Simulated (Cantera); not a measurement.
What does this Cantera script print?

```python
import numpy as np
import cantera as ct

gas_names = """
    B BF BF2 BF3 BH BHF2 BH2 BH3 BO BOF BOF2 BO2 B2 B2O B2O2 B2O3 B3O3F3 B3O3H3 F FO FO2 F2 F2O H HBO
    HBO2 HF HOF HO2 H2 H2F2 H2O H2O2 H3B3O6 H3F3 H4F4 H5F5 H6F6 H7F7 O OH O2 O3
""".split()
cond_names = """
    B(b) B(L) B2O3(L) B3O3H3(cr) H2O(s) H2O(L)
""".split()


# ... load() reads the species with a 1 bar reference pressure and builds the phases ...
atoms = {
    'BF3': {'B': 1, 'F': 3},
    'H2O': {'H': 2, 'O': 1},
}
top_T = {}  # K; cautious upper limits of use, not melting points


# ... equilibrate(T, P, feed) seeds the gas with the atoms and calls Mixture.equilibrate('TP', solver="vcs", rtol=1e-11, max_steps=5000) ...
results = []
feed = {'BF3': 1, 'H2O': 0.18}  # mol
P = 1333.22  # Pa
for T in [1398, 1498, 1598, 1698, 1798, 1898, 1998, 2098, 2198, 2298, 2398]:
    mix = equilibrate(T, P, feed)
    results.append((T, P, feed, dict(zip(mix.species_names, mix.species_moles))))

top = {s: max(r[3][s] / sum(r[3][g] for g in gas_names) for r in results) for s in gas_names}
cols = sorted((s for s in top if top[s] > 0.0001), key=lambda s: -top[s])[:5]
seen = [c for c in cond_names if any(r[3].get(c, 0) > 1e-12 for r in results)]
print("log10 of partial pressures in bar; condensed amounts in mol")
print(f"{'T/K':>10s}" + "".join(f"{s[:9]:>10s}" for s in cols + seen))
for T, P, feed, n in results:
    ng = sum(n[g] for g in gas_names)
    print(f"{T:10.4g}" + "".join(f"{np.log10(max(n[s] / ng * P / 1e5, 1e-99)):10.3f}" for s in cols)
          + "".join(f"{n.get(c, 0):10.4g}" for c in seen))
```

Output:

```
log10 of partial pressures in bar; condensed amounts in mol
       T/K       BF3        HF       BOF         F       BF2
      1398    -2.085    -2.469    -2.796    -9.327    -7.946
      1498    -2.092    -2.458    -2.762    -8.452    -7.262
      1598    -2.094    -2.454    -2.756    -7.660    -6.687
      1698    -2.095    -2.453    -2.754    -6.930    -6.209
      1798    -2.095    -2.453    -2.754    -6.265    -5.801
      1898    -2.095    -2.453    -2.754    -5.681    -5.426
      1998    -2.095    -2.453    -2.754    -5.182    -5.063
      2098    -2.096    -2.453    -2.755    -4.756    -4.709
      2198    -2.098    -2.454    -2.755    -4.386    -4.371
      2298    -2.102    -2.456    -2.757    -4.057    -4.058
      2398    -2.110    -2.459    -2.760    -3.759    -3.770
```

Cantera equilibrium calculation (NASA polynomials, part measured and part estimated; ideal gas, pure solids and liquids). The tables' values for BF2 are old estimates; treat these amounts as uncertain.
